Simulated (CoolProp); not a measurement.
Ammonia along the isotherm 62.75 °C: fugacity coefficient from the reference equation and from simpler models built on Tc = 132.4 °C, pc = 113.6 bar, ω = 0.256; each cubic takes its own stable root.

Values from CoolProp's reference Helmholtz-energy equation of state, Gao 2020.

```tsv
p (bar)	phase	reference	Redlich-Kwong	Peng-Robinson
0.898	gas	0.9942	0.9954	0.9947
1.45	gas	0.9906	0.9926	0.9915
2.34	gas	0.9848	0.9881	0.9863
3.79	gas	0.9754	0.9807	0.9779
6.12	gas	0.9604	0.9689	0.9644
9.89	gas	0.9360	0.9498	0.9426
16	gas	0.8966	0.9190	0.9076
25.8	gas	0.8330	0.8698	0.8519
41.7	liquid	0.5573	0.7067	0.5740
67.4	liquid	0.3549	0.4545	0.3669
109	liquid	0.2298	0.2989	0.2390
176	liquid	0.1531	0.2040	0.1607
284	liquid	0.1066	0.1471	0.1134
```
